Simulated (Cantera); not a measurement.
What does this Cantera script print?

```python
import numpy as np
import cantera as ct

gas_names = [...]  # 109 gases of nasa_gas.yaml made of C, Cl, H, Si
cond_names = """
    C(gr) C6H6(L) C7H8(L) C8H18(L),n-octa Si(cr) Si(L) SiC(b)
""".split()


# ... load() reads the species with a 1 bar reference pressure and builds the phases ...
atoms = {
    'SiH2Cl2': {'Si': 1, 'H': 2, 'CL': 2},
    'C3H8': {'C': 3, 'H': 8},
    'H2': {'H': 2},
}
top_T = {'C(gr)': 4500, 'SiC(b)': 3050}  # K; cautious upper limits of use, not melting points


# ... equilibrate(T, P, feed) seeds the gas with the atoms and calls Mixture.equilibrate('TP', solver="vcs", rtol=1e-11, max_steps=5000) ...
results = []
feed = {'SiH2Cl2': 1, 'C3H8': 0.12, 'H2': 14}  # mol
P = 133.322  # Pa
for T in [1123, 1198, 1273, 1348, 1423, 1498, 1573, 1648, 1723, 1798, 1873, 1948, 2023]:
    mix = equilibrate(T, P, feed)
    results.append((T, P, feed, dict(zip(mix.species_names, mix.species_moles))))
    x = sorted(zip(gas.X, gas.species_names), reverse=True)
    print(f"T = {T:g} K  P = {P:g} Pa  gas = {mix.phase_moles(0):.4g} mol")
    print("   x: " + "  ".join(f"{s} {v:.3e}" for v, s in x if v > 0.0001))
    print("   condensed (mol): " + ("  ".join(f"{mix.phase(i).name} {mix.phase_moles(i):.4g}"
          for i in range(1, mix.n_phases) if mix.phase_moles(i) > 1e-12) or "none"))
```

Result:

```
T = 1123 K  P = 133.322 Pa  gas = 16.37 mol
   x: H2 9.097e-01  HCL 7.084e-02  SiCL2 1.165e-02  SiCL4 4.659e-03  SiCL3 2.090e-03  SiHCL3 1.026e-03
   condensed (mol): Si(cr) 0.3215  SiC(b) 0.36
T = 1198 K  P = 133.322 Pa  gas = 16.44 mol
   x: H2 9.017e-01  HCL 7.908e-02  SiCL2 1.633e-02  SiCL3 1.442e-03  SiCL4 1.126e-03  SiHCL3 3.455e-04
   condensed (mol): Si(cr) 0.3234  SiC(b) 0.36
T = 1273 K  P = 133.322 Pa  gas = 16.47 mol
   x: H2 8.997e-01  HCL 8.050e-02  SiCL2 1.863e-02  SiCL3 8.134e-04  SiCL4 2.328e-04  SiHCL3 1.040e-04
   condensed (mol): Si(cr) 0.3142  SiC(b) 0.36
T = 1348 K  P = 133.322 Pa  gas = 16.48 mol
   x: H2 8.996e-01  HCL 7.989e-02  SiCL2 1.991e-02  SiCL3 4.551e-04
   condensed (mol): Si(cr) 0.303  SiC(b) 0.36
T = 1423 K  P = 133.322 Pa  gas = 16.48 mol
   x: H2 8.999e-01  HCL 7.884e-02  SiCL2 2.081e-02  SiCL3 2.655e-04  H 1.726e-04
   condensed (mol): Si(cr) 0.2921  SiC(b) 0.36
T = 1498 K  P = 133.322 Pa  gas = 16.48 mol
   x: H2 9.001e-01  HCL 7.773e-02  SiCL2 2.152e-02  H 4.465e-04  SiCL3 1.624e-04
   condensed (mol): Si(cr) 0.282  SiC(b) 0.36
T = 1573 K  P = 133.322 Pa  gas = 16.49 mol
   x: H2 8.999e-01  HCL 7.664e-02  SiCL2 2.210e-02  H 1.056e-03  SiCL3 1.039e-04
   condensed (mol): Si(cr) 0.2722  SiC(b) 0.36
T = 1648 K  P = 133.322 Pa  gas = 16.5 mol
   x: H2 8.990e-01  HCL 7.557e-02  SiCL2 2.256e-02  H 2.312e-03  Si 1.932e-04  CL 1.524e-04  SiCL 1.302e-04
   condensed (mol): Si(cr) 0.2608  SiC(b) 0.36
T = 1723 K  P = 133.322 Pa  gas = 16.54 mol
   x: H2 8.958e-01  HCL 7.581e-02  SiCL2 2.219e-02  H 4.727e-03  Si 7.376e-04  CL 3.099e-04  SiCL 3.009e-04
   condensed (mol): Si(L) 0.254  SiC(b) 0.3599
T = 1798 K  P = 133.322 Pa  gas = 16.61 mol
   x: H2 8.889e-01  HCL 7.737e-02  SiCL2 2.088e-02  H 9.091e-03  Si 2.314e-03  SiCL 6.073e-04  CL 6.059e-04
   condensed (mol): Si(L) 0.2412  SiC(b) 0.3596
T = 1873 K  P = 133.322 Pa  gas = 16.75 mol
   x: H2 8.766e-01  HCL 7.808e-02  SiCL2 1.949e-02  H 1.655e-02  Si 6.614e-03  SiCL 1.150e-03  CL 1.117e-03  SiH 2.107e-04  Si2C 1.019e-04
   condensed (mol): Si(L) 0.175  SiC(b) 0.3583
T = 1948 K  P = 133.322 Pa  gas = 17.06 mol
   x: H2 8.539e-01  HCL 7.820e-02  H 2.860e-02  SiCL2 1.753e-02  Si 1.674e-02  SiCL 1.988e-03  CL 1.964e-03  SiH 4.342e-04  Si2C 3.660e-04  Si2 1.466e-04
   condensed (mol): SiC(b) 0.3537
T = 2023 K  P = 133.322 Pa  gas = 17.34 mol
   x: H2 8.251e-01  HCL 8.718e-02  H 4.724e-02  Si 2.220e-02  SiCL2 1.117e-02  CL 3.707e-03  SiCL 2.072e-03  Si2C 6.697e-04  SiH 4.735e-04  Si2 1.264e-04
   condensed (mol): SiC(b) 0.3476
```

These are equilibrium values from Cantera (NASA tables, ideal gas, pure condensed phases), not measurements of a reactor. Mutual solubility and eutectic melting of coexisting phases are not modelled. The tables' values for SiCl3, SiCl are old estimates; treat these amounts as uncertain. Gases not in the tables: Si2H6 and higher silanes.
